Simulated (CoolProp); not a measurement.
R245fa at several states: Z from the reference equation and from simpler models built on Tc = 153.9 °C, pc = 36.51 bar, ω = 0.378; each cubic takes its own stable root.

Computed with CoolProp (reference Helmholtz-energy equation of state, Akasaka 2015).

```tsv
T (°C)	p (bar)	phase	reference	van der Waals	Redlich-Kwong
-43.55	104	liquid	…	…	0.5463
-2.25	16.2	liquid	…	0.1151	0.07884
-26.35	0.131	gas	0.9904	0.9962	0.9945
```

### Question
Fill in the missing entries.

### Answer

- -43.55, reference: 0.4788
- -43.55, van der Waals: 0.7939
- -2.25, reference: 0.06822
